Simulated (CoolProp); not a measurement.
Vapour-liquid equilibrium of methanol (1) + ethanol (2) at 184.45 °C; x and y are mole fractions of (1).

Model: multi-fluid Helmholtz-energy mixture model, de Reuck 1993 and Schroeder 2014; pair parameters Bell 2016, in CoolProp.

Problem. Give the bubble pressure and the first vapour's composition at x = 0.25, 0.75, 0.95. Is there an azeotrope?

Solution. x = 0.25: 2.363 MPa, y = 0.290; x = 0.75: 2.745 MPa, y = 0.787; x = 0.95: 2.926 MPa, y = 0.960. No azeotrope shows between x = 0.05 and 0.95.

The pair parameters rest on a limited set of measurements; away from them the model extrapolates.
